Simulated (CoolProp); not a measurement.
Properties of R123 along the isotherm 226.85 °C.

Computed with CoolProp (reference Helmholtz-energy equation of state, Younglove 1994). It is a modified Benedict-Webb-Rubin equation, recast in Helmholtz form.

| p (MPa) | phase | isothermal compressibility (1/MPa) | Prandtl number |
|---|---|---|---|
| 3.33 | gas | 0.4322 | 0.883 |
| 6.66 | supercritical | 0.2306 | 2.37 |
| 9.99 | supercritical | 0.04462 | 2.59 |
| 13.3 | supercritical | 0.02236 | 2.63 |
| 16.6 | supercritical | 0.01476 | 2.67 |
| 20 | supercritical | 0.01089 | 2.71 |
| 23.3 | supercritical | 0.008680 | 2.75 |
| 26.6 | supercritical | 0.007214 | 2.80 |
| 30 | supercritical | 0.006146 | 2.84 |
| 33.3 | supercritical | 0.005377 | 2.88 |
| 36.6 | supercritical | 0.004780 | 2.92 |

Viscosity comes from a separate model (Tanaka 1996). Thermal conductivity comes from a separate model (Laesecke 1996).
